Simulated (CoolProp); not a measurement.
Aqueous methanol as a coolant, 25 % by mass, freezing at -20.1 °C, 1 atm.

The numbers come from the Melinder's fits for secondary coolants in CoolProp.

| T (°C) | conductivity (W/(m K)) | viscosity (mPa s) | density (kg/m³) | Prandtl number |
|---|---|---|---|---|
| -17.9 | 0.423 | 8.09 | 971.1 | 73.5 |
| -12.1 | 0.428 | 6.00 | 969.8 | 54.5 |
| -6.2 | 0.434 | 4.54 | 968.4 | 41.2 |
| -0.3 | 0.439 | 3.52 | 966.7 | 31.8 |
| 5.5 | 0.444 | 2.80 | 964.8 | 25.2 |
| 11.4 | 0.450 | 2.26 | 962.7 | 20.3 |
| 17.3 | 0.455 | 1.86 | 960.4 | 16.5 |
| 23.1 | 0.460 | 1.56 | 958.0 | 13.7 |
| 29 | 0.465 | 1.32 | 955.3 | 11.5 |
| 34.9 | 0.471 | 1.13 | 952.4 | 9.76 |
